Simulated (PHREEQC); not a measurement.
Make-up at 25 °C: 44 mmol/kgw TMAH, 0.81 mmol/kgw H4SiO4 and 28 mmol/kgw (CH3)4NCl. Closed to the air; pH follows from the charge balance.

All values are PHREEQC results (ion-association model, wateq4f.dat), not measurements.

This is a speciation only: nothing precipitates in the calculation.

Q: What pH does the model give?

A: pH 12.53.

Q: In which forms is Si present?

A: H3SiO4- 70 %, H2SiO4-2 30 % of the Si.

Complexes and solids missing from the database can't appear. (CH3)4N+ isn't in the database: it is added as a free cation with an ion size of 4 Å.
